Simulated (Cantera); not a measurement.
Cantera run, input and output.

```python
import numpy as np
import cantera as ct

gas = ct.Solution("h2o2.yaml")
gas.TPX = 375, 101325, {'H2': 1, 'O2': 0.333, 'N2': 1.25}
flame = ct.FreeFlame(gas, width=0.04)
flame.set_refine_criteria(ratio=3, slope=0.08, curve=0.16)
flame.transport_model = "mixture-averaged"
flame.solve(loglevel=0, auto=True)
z, T = flame.grid, flame.T
thick = (T[-1] - T[0]) / np.gradient(T, z).max()
show = ['H2', 'O2', 'H2O2', 'H', 'OH', 'HO2']
print(f"laminar burning velocity  {flame.velocity[0] * 100:.3f} cm/s")
print(f"burnt temperature         {T[-1]:.1f} K")
print(f"thermal thickness         {thick * 1e3:.4f} mm")
print(f"grid points               {len(z)}")
z0 = z[flame.heat_release_rate.argmax()]
print(f"{'z/mm':>9s}{'T/K':>9s}{'u/(m/s)':>9s}" + "".join(f"{s:>11s}" for s in show))
rows = []
for k in (-3, -2, -1.5, -1, -0.5, -0.25, 0, 0.25, 0.5, 1, 2, 4, 8):
    zz = z0 + k * thick
    rows.append([k * thick, np.interp(zz, z, T), np.interp(zz, z, flame.velocity),
                 *(np.interp(zz, z, flame.X[gas.species_index(s)]) for s in show)])
    print(f"{rows[-1][0] * 1e3:9.3f}{rows[-1][1]:9.1f}{rows[-1][2]:9.3f}" + "".join(f"{x:11.3e}" for x in rows[-1][3:]))
```

It prints:

```
laminar burning velocity  428.529 cm/s
burnt temperature         2300.4 K
thermal thickness         0.3581 mm
grid points               119
     z/mm      T/K  u/(m/s)         H2         O2       H2O2          H         OH        HO2
   -1.074    375.0    4.285  3.871e-01  1.289e-01  1.492e-15  1.577e-17  8.269e-17  5.011e-14
   -0.716    375.0    4.285  3.871e-01  1.289e-01  3.034e-13  1.818e-15  9.444e-15  1.007e-11
   -0.537    375.0    4.285  3.871e-01  1.289e-01  1.507e-11  7.103e-14  3.969e-13  4.848e-10
   -0.358    375.0    4.285  3.871e-01  1.289e-01  7.252e-10  1.370e-11  7.380e-11  2.274e-08
   -0.179    389.6    4.426  3.830e-01  1.296e-01  5.659e-06  7.408e-06  1.283e-05  1.104e-04
   -0.090    669.8    7.380  3.469e-01  1.243e-01  7.969e-05  4.629e-03  1.119e-03  2.938e-04
    0.000   1132.9   12.082  2.548e-01  9.152e-02  7.840e-06  3.488e-02  2.102e-03  9.866e-05
    0.090   1451.3   15.302  1.596e-01  3.564e-02  2.305e-06  6.847e-02  5.478e-03  3.435e-05
    0.179   1602.7   16.797  1.250e-01  1.169e-02  1.470e-06  7.660e-02  7.352e-03  1.074e-05
    0.358   1741.9   18.105  1.199e-01  4.280e-03  8.531e-07  6.820e-02  8.643e-03  3.675e-06
    0.716   1880.3   19.359  1.257e-01  2.735e-03  4.458e-07  5.325e-02  8.975e-03  2.181e-06
    1.432   2010.5   20.501  1.312e-01  1.646e-03  2.286e-07  3.875e-02  8.287e-03  1.280e-06
    2.865   2119.8   21.432  1.356e-01  8.461e-04  1.203e-07  2.642e-02  6.756e-03  6.849e-07
```

Cantera simulation using the H2/O2 subset of GRI-Mech 3.0, which has no nitrogen chemistry; the numbers are that mechanism's predictions, not measurements. Burning velocities carry a grid error of a few per cent, more on coarse grids.
